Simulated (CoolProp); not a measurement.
Vapour-liquid equilibrium of ethane (1) + propylene (2) at 11.8 bar; x and y are mole fractions of (1).

Model: multi-fluid Helmholtz-energy mixture model, Bücker 2006 and Lemmon 2013; pair parameters Bell 2016, in CoolProp.

Problem. Give the bubble temperature and the first vapour's composition at x = 0.35, 0.5, 0.8. Is there an azeotrope?

Solution. x = 0.35: 273.6 K, y = 0.622; x = 0.5: 265.7 K, y = 0.759; x = 0.8: 253.3 K, y = 0.929. No azeotrope shows between x = 0.05 and 0.95.

Pair parameters are fitted to limited data, so mixtures are less certain than the pure fluids.
